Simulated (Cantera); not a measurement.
A perfectly stirred reactor is fed with CH₃OH : O₂ : N₂ = 1 : 1.67 : 6.27 (molar parts), equivalence ratio 0.90, at 0.930 bar; it is adiabatic with a 700 K inlet, and is followed from long to short residence time, starting on the burning branch (τ in s: 0.16, 0.075, 0.035, 0.016, 0.0076, 0.0035, 0.0016, 0.00076, 0.00035, 0.00016, 7.7e-05).

Computed with Cantera and GRI-Mech 3.0 (53 species, 325 reactions). GRI-Mech 3.0 was tuned for natural gas; its chemistry of methanol as a main component is partial and can be far from experiment.

Q: What does this change do: inlet temperature 700 to 375 K?

A: 
```
quantity                                                                          before                                   after
------------------------------------------------  --------------------------------------  --------------------------------------
blow-out, bracketed by the residence times tried  burning at 77.0 µs, the shortest tried  burning at 77.0 µs, the shortest tried
x(CH₃OH) at τ = 0.160 s                                                          3.31e-7                                 7.41e-7
x(O₂) at τ = 0.160 s                                                              0.0213                                  0.0197
x(CH₂O) at τ = 0.160 s                                                           3.67e-7                                 7.36e-7
x(C₂H) at τ = 0.160 s                                                             <1e-12                                  <1e-12
x(HCN) at τ = 0.160 s                                                            1.96e-8                                 1.54e-8
x(CH₃OH) at τ = 3.50 ms                                                          8.78e-6                                 1.34e-5
x(O₂) at τ = 3.50 ms                                                              0.0279                                  0.0265
x(CH₂O) at τ = 3.50 ms                                                           9.44e-6                                 1.30e-5
x(C₂H) at τ = 3.50 ms                                                             <1e-12                                  <1e-12
x(HCN) at τ = 3.50 ms                                                            4.26e-8                                 2.58e-8
```

Q: What does this change do: pressure from 0.930 bar to 3.50 bar?

A: 
```
quantity                                                                          before                                   after
------------------------------------------------  --------------------------------------  --------------------------------------
blow-out, bracketed by the residence times tried  burning at 77.0 µs, the shortest tried  burning at 77.0 µs, the shortest tried
x(CH₃OH) at τ = 0.160 s                                                          3.31e-7                                 1.19e-7
x(O₂) at τ = 0.160 s                                                              0.0213                                  0.0190
x(CH₂O) at τ = 0.160 s                                                           3.67e-7                                 1.33e-7
x(C₂H) at τ = 0.160 s                                                             <1e-12                                  <1e-12
x(HCN) at τ = 0.160 s                                                            1.96e-8                                 1.41e-8
x(CH₃OH) at τ = 3.50 ms                                                          8.78e-6                                 4.42e-6
x(O₂) at τ = 3.50 ms                                                              0.0279                                  0.0222
x(CH₂O) at τ = 3.50 ms                                                           9.44e-6                                 4.92e-6
x(C₂H) at τ = 3.50 ms                                                             <1e-12                                  <1e-12
x(HCN) at τ = 3.50 ms                                                            4.26e-8                                 8.67e-8
```
